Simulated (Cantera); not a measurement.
## Reactions in the system Cr-H-O

Cantera with NASA thermochemical tables; ideal gases at 1 bar, condensed phases pure. Values are per mole of reaction as written; species without (g) are pure solids or liquids, kept so even where they would boil at 1 bar.

2 Cr2O3 + 3 H2(g) = 6 OH(g) + 4 Cr

```csv
T (K),ΔH° (kJ),ΔS° (J/K),ΔG° (kJ),log10 K
300,2506.2,644.9,2312.7,-402.67
1400,2470.4,589.6,1645.0,-61.38
1450,2470.2,589.4,1615.5,-58.20
1500,2470.2,589.4,1586.1,-55.23
1550,2470.3,589.5,1556.6,-52.46
1600,2470.6,589.7,1527.1,-49.85
1650,2471.1,590.0,1497.6,-47.41
1700,2471.8,590.4,1468.1,-45.11
1750,2472.7,590.9,1438.6,-42.94
1800,2473.8,591.5,1409.0,-40.89
1850,2475.0,592.2,1379.5,-38.95
1900,2476.5,593.0,1349.8,-37.11
```
